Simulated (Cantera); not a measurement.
A Cantera script and what it prints.

```python
import numpy as np
import cantera as ct

gas_names = [...]  # 109 gases of nasa_gas.yaml made of C, Cl, H, Si
cond_names = """
    C(gr) C6H6(L) C7H8(L) C8H18(L),n-octa Si(cr) Si(L) SiC(b)
""".split()


# ... load() reads the species with a 1 bar reference pressure and builds the phases ...
atoms = {
    'CH3SiH3': {'C': 1, 'H': 6, 'Si': 1},
    'HCl': {'H': 1, 'CL': 1},
    'H2': {'H': 2},
}
top_T = {'C(gr)': 4500, 'SiC(b)': 3050}  # K; cautious upper limits of use, not melting points


# ... equilibrate(T, P, feed) seeds the gas with the atoms and calls Mixture.equilibrate('TP', solver="vcs", rtol=1e-11, max_steps=5000) ...
results = []
feed = {'CH3SiH3': 1, 'HCl': 0.022, 'H2': 16}  # mol
P = 7900  # Pa
for T in [1100, 1200, 1300, 1400, 1500, 1600, 1700, 1800, 1900, 2000, 2100, 2200, 2300]:
    mix = equilibrate(T, P, feed)
    results.append((T, P, feed, dict(zip(mix.species_names, mix.species_moles))))

top = {s: max(r[3][s] / sum(r[3][g] for g in gas_names) for r in results) for s in gas_names}
cols = sorted((s for s in top if top[s] > 1e-05), key=lambda s: -top[s])[:8]
seen = [c for c in cond_names if any(r[3].get(c, 0) > 1e-12 for r in results)]
print("log10 of partial pressures in bar; condensed amounts in mol")
print(f"{'T/K':>10s}" + "".join(f"{s[:9]:>10s}" for s in cols + seen))
for T, P, feed, n in results:
    ng = sum(n[g] for g in gas_names)
    print(f"{T:10.4g}" + "".join(f"{np.log10(max(n[s] / ng * P / 1e5, 1e-99)):10.3f}" for s in cols)
          + "".join(f"{n.get(c, 0):10.4g}" for c in seen))
```

It prints:

```
log10 of partial pressures in bar; condensed amounts in mol
       T/K        H2         H        Si C2H2,acet       HCL       SiH      Si2C      SiC2    SiC(b)
      1100    -1.103    -8.139   -13.735   -14.885    -4.042   -12.808   -18.451   -24.450    0.9999
      1200    -1.103    -7.256   -11.975   -13.404    -4.041   -11.350   -16.091   -21.451    0.9999
      1300    -1.103    -6.508   -10.525   -12.077    -4.041   -10.157   -14.138   -18.880    0.9999
      1400    -1.103    -5.864    -9.304   -10.900    -4.041    -9.158   -12.489   -16.660    0.9999
      1500    -1.103    -5.306    -8.289    -9.800    -4.041    -8.334   -11.106   -14.699    0.9999
      1600    -1.103    -4.816    -7.479    -8.684    -4.041    -7.692    -9.977   -12.910    0.9999
      1700    -1.103    -4.383    -6.841    -7.550    -4.040    -7.203    -9.060   -11.259    0.9999
      1800    -1.103    -3.998    -6.259    -6.574    -4.041    -6.754    -8.233    -9.810    0.9997
      1900    -1.104    -3.652    -5.664    -5.852    -4.041    -6.278    -7.421    -8.591    0.9991
      2000    -1.105    -3.342    -5.094    -5.276    -4.043    -5.815    -6.656    -7.533    0.9972
      2100    -1.108    -3.060    -4.572    -4.770    -4.047    -5.391    -5.960    -6.585    0.9912
      2200    -1.112    -2.806    -4.098    -4.314    -4.052    -5.008    -5.329    -5.725     0.974
      2300    -1.120    -2.574    -3.666    -3.899    -4.062    -4.661    -4.756    -4.941    0.9275
```

Equilibrium computed with Cantera from the NASA thermochemical tables; the gas is ideal and each condensed phase is pure. The feed counts by its element totals alone. Gases not in the tables: Si2H6 and higher silanes.
